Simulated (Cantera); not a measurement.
## Thermodynamics of silicon carbide growth, feed SiHCl3 + H2 + C2H4

Charge: 1 mol SiHCl3, 19 mol H2, 0.0082 mol C2H4, at 8.25 Torr.

These are equilibrium values from Cantera (NASA tables, ideal gas, pure condensed phases), not measurements of a reactor. Candidate condensed phases: C, C6H6, C7H8, C8H18, Si, SiC; 109 gas species. Mutual solubility and eutectic melting of coexisting phases are not modelled. The tables' values for SiCl3, SiCl are old estimates; treat these amounts as uncertain. Gases not in the tables: Si2H6 and higher silanes. Kinetics and transport are ignored.

```csv
T (°C),x H2,x HCl,x SiCl2,x H,x Si,x SiCl3,x SiCl4,n Si(s),n SiC(s),n Si(l)
1002,0.891,0.0834,0.0203,6.63e-6,1.75e-9,0.00260,0.00217,0.439,0.0164,0
1102,0.886,0.0870,0.0246,3.08e-5,3.73e-8,0.00144,0.000384,0.423,0.0164,0
1202,0.886,0.0866,0.0267,0.000116,5.23e-7,0.000756,7.29e-5,0.404,0.0164,0
1302,0.886,0.0854,0.0279,0.000373,5.22e-6,0.000419,1.64e-5,0.386,0.0164,0
1402,0.886,0.0841,0.0288,0.00104,3.95e-5,0.000247,4.38e-6,0.369,0.0164,0
1502,0.882,0.0869,0.0274,0.00259,0.000200,0.000150,1.39e-6,0,0.0164,0.394
1602,0.877,0.0897,0.0256,0.00585,0.000823,9.47e-5,4.93e-7,0,0.0161,0.410
1702,0.867,0.0915,0.0238,0.0121,0.00294,6.17e-5,1.91e-7,0,0.0148,0.383
1802,0.849,0.0917,0.0218,0.0234,0.00926,4.06e-5,7.78e-8,0,0.00863,0.243
```
x: gas mole fraction; n: condensed amount in mol.

From 1002 °C to 1402 °C the condensed part is Si(s) + SiC(s). From 1502 °C to 1802 °C the condensed part is Si(l) + SiC(s). The main Si-bearing gas is SiCl2 throughout. The share of Si in condensed phases is highest at 1002 °C (45.5 %) and lowest at 1802 °C (25.1 %).
